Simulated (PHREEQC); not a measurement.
Consider water at 20 °C with 43 mmol/kgw H3PO4, 0.2 mmol/kgw Na2B4O7 and 22 mmol/kgw KCl. Closed to the air; pH follows from the charge balance.

The numbers come from PHREEQC with the ion-association model, wateq4f.dat.

Precipitation was switched off in this run.

What pH, ionic strength does the model give?

pH 1.86; ionic strength 0.0385 mol/kgw.

In which forms is P present?

H3PO4 62 %, H2PO4- 38 % of the P.

Complexes and solids missing from the database can't appear. H3PO4, which wateq4f.dat lacks, is added to it with the constant of phreeqc.dat.
